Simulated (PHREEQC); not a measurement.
# Polishing slurry liquid: an equilibrium model

Make-up at 25 °C: 2.2 mmol/kgw HNO3, 0.0037 mmol/kgw H4SiO4 and 7.5 mmol/kgw CuSO4. Closed to the air; pH follows from the charge balance.

Computed with PHREEQC (ion-association model, phreeqc.dat).

| Quantity | Result |
|---|---|
| pH | 2.82 |
| ionic strength | 0.0237 mol/kgw |
| specific conductance | 1880 µS/cm |
| total alkalinity | -2.20 meq/kg |

| species | molality | activity | log γ |
|---|---|---|---|
| Cu+2 | 0.00562 | 0.00323 | -0.241 |
| SO4-2 | 0.00513 | 0.00287 | -0.252 |
| NO3- | 0.00220 | 0.00188 | -0.068 |
| CuSO4 | 0.00188 | 0.00189 | 0.002 |
| H+ | 0.00171 | 0.00151 | -0.054 |
| HSO4- | 0.000490 | 0.000422 | -0.064 |
| H4SiO4 | 3.70e-6 | 3.72e-6 | 0.002 |

Precipitation was switched off in this run. Species that the database lacks are ignored.
